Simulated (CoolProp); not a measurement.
The numbers come from the reference Helmholtz-energy equation of state, Schmidt 1985 in CoolProp.

**Question.** Give the vapour pressure (MPa), liquid density (kg/m³), vapour Z, surface tension (mN/m) of saturated oxygen at 75.1 K.

**Answer.** 
| T (K) | p (MPa) | liquid density (kg/m³) | vapour Z | surface tension (mN/m) |
|---|---|---|---|---|
| 75.1 | 0.0148 | 1210 | 0.992 | 17.0 |

Surface tension comes from a separate correlation (Mulero 2012).
